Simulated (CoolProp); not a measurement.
Properties of ethanol along the isotherm 620 K.

Model: reference Helmholtz-energy equation of state, Schroeder 2014, in CoolProp.

| p (bar) | phase | cp (kJ/(kg K)) | Joule-Thomson coefficient (K/MPa) | isothermal compressibility (1/MPa) | viscosity (µPa s) | Prandtl number |
|---|---|---|---|---|---|---|
| 24.1 | gas | 2.570 | 4.368 | 0.4365 | … | 0.826 |
| 48.2 | gas | 2.788 | 4.465 | 0.2324 | 19.4 | 0.858 |
| 72.3 | supercritical | 3.077 | 4.588 | 0.1682 | … | 0.919 |
| 96.4 | supercritical | 3.477 | 4.670 | 0.1401 | 23.0 | 1.02 |
| 121 | supercritical | 4.011 | 4.524 | 0.1239 | 26.3 | 1.18 |
| 145 | supercritical | 4.521 | 3.974 | 0.1062 | 30.8 | 1.38 |
| 169 | supercritical | 4.772 | 3.116 | 0.08056 | 36.3 | 1.56 |
| 193 | supercritical | 4.750 | 2.293 | 0.05587 | 41.6 | 1.67 |
| 217 | supercritical | 4.653 | 1.719 | 0.03959 | 46.2 | 1.74 |
| 241 | supercritical | 4.567 | 1.344 | 0.02969 | 50.2 | … |
| 265 | supercritical | 4.496 | 1.086 | 0.02333 | 53.6 | 1.85 |
| 289 | supercritical | 4.434 | 0.8978 | 0.01897 | 56.7 | 1.89 |
| 313 | supercritical | 4.379 | 0.7530 | … | 59.4 | 1.92 |

What belongs in the gaps?


- 24.1, viscosity (µPa s): 18.5
- 72.3, viscosity (µPa s): 20.8
- 241, Prandtl number: 1.80
- 313, isothermal compressibility (1/MPa): 0.01582

Viscosity comes from a separate model (Kiselev 2005). Thermal conductivity comes from a separate model (Assael 2013).
